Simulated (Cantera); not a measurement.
What does this Cantera script print?

```python
import numpy as np
import cantera as ct

gas_names = """
    AL ALCL ALCL2 ALCL3 ALH ALN AL2 AL2CL6 CL CL2 H HCL H2 N NH NH2 NH3 N2 N2H2 N2H4
""".split()
cond_names = """
    AL(cr) AL(L) ALCL3(s) ALCL3(L) ALN(s) NH4CL(a) NH4CL(b)
""".split()


def load(file, names, dense=False):
    # The tables refer to 1 bar. Condensed volumes are neglected.
    table = {s.name: s for s in ct.Species.list_from_file(file)}
    out = []
    for n in names:
        d = dict(table[n].input_data)
        d["thermo"] = dict(d["thermo"], **{"reference-pressure": 1e5})
        if dense:
            d["equation-of-state"] = {"model": "constant-volume", "density": "1e6 g/cm^3"}
        out.append(ct.Species.from_dict(d))
    return out


gas = ct.Solution(thermo="ideal-gas", species=load("nasa_gas.yaml", gas_names))
cond = {s.name: ct.Solution(thermo="fixed-stoichiometry", species=[s], name=s.name)
        for s in load("nasa_condensed.yaml", cond_names, dense=True)}
atoms = {
    'AlCl3': {'AL': 1, 'CL': 3},
    'NH3': {'N': 1, 'H': 3},
    'H2': {'H': 2},
}
top_T = {'ALN(s)': 2750}  # K; cautious upper limits of use, not melting points


def equilibrate(T, P, feed):
    n = {}
    for name, mol in feed.items():
        for a, k in atoms[name].items():
            n[a] = n.get(a, 0.0) + k * mol
    gas.TPX = T, P, n
    mass = sum(n.values()) * gas.mean_molecular_weight
    gas.equilibrate("TP")
    valid = [c for c in cond.values() if c.min_temp <= T <= top_T.get(c.name, c.max_temp)]
    mix = ct.Mixture([(gas, mass / gas.mean_molecular_weight)] + [(c, 0.0) for c in valid])
    mix.T, mix.P = T, P
    mix.equilibrate("TP", solver="vcs", rtol=1e-11, max_steps=5000)
    return mix


results = []
feed = {'AlCl3': 1, 'NH3': 47, 'H2': 40}  # mol
P = 100000  # Pa
for T in [650, 750, 850, 950, 1050, 1150, 1250, 1350, 1450, 1550, 1650, 1750, 1850, 1950]:
    mix = equilibrate(T, P, feed)
    results.append((T, P, feed, dict(zip(mix.species_names, mix.species_moles))))

top = {s: max(r[3][s] / sum(r[3][g] for g in gas_names) for r in results) for s in gas_names}
cols = sorted((s for s in top if top[s] > 1e-05), key=lambda s: -top[s])[:5]
seen = [c for c in cond_names if any(r[3].get(c, 0) > 1e-12 for r in results)]
print("log10 of partial pressures in bar; condensed amounts in mol")
print(f"{'T/K':>10s}" + "".join(f"{s[:9]:>10s}" for s in cols + seen))
for T, P, feed, n in results:
    ng = sum(n[g] for g in gas_names)
    print(f"{T:10.4g}" + "".join(f"{np.log10(max(n[s] / ng * P / 1e5, 1e-99)):10.3f}" for s in cols)
          + "".join(f"{n.get(c, 0):10.4g}" for c in seen))
```

It prints:

```
log10 of partial pressures in bar; condensed amounts in mol
       T/K        H2        N2       HCL      ALCL       NH3    ALN(s)
       650    -0.095    -0.773    -1.660   -20.556    -2.256    0.9785
       750    -0.093    -0.770    -1.665   -16.733    -2.816    0.9726
       850    -0.093    -0.769    -1.668   -13.816    -3.255    0.9653
       950    -0.093    -0.768    -1.672   -11.519    -3.607    0.9581
      1050    -0.093    -0.768    -1.675    -9.666    -3.896    0.9513
      1150    -0.093    -0.768    -1.678    -8.141    -4.136     0.945
      1250    -0.093    -0.768    -1.680    -6.864    -4.339     0.939
      1350    -0.093    -0.768    -1.683    -5.780    -4.513    0.9329
      1450    -0.092    -0.768    -1.686    -4.850    -4.663    0.9243
      1550    -0.092    -0.768    -1.692    -4.046    -4.794    0.9038
      1650    -0.093    -0.767    -1.704    -3.350    -4.909    0.8392
      1750    -0.093    -0.766    -1.739    -2.761    -5.011    0.6445
      1850    -0.094    -0.763    -1.827    -2.293    -5.101    0.1828
      1950    -0.094    -0.763    -1.855    -2.174    -5.182         0
```

Cantera equilibrium calculation (NASA polynomials, part measured and part estimated; ideal gas, pure solids and liquids). The tables' values for AlCl2 are old estimates; treat these amounts as uncertain.
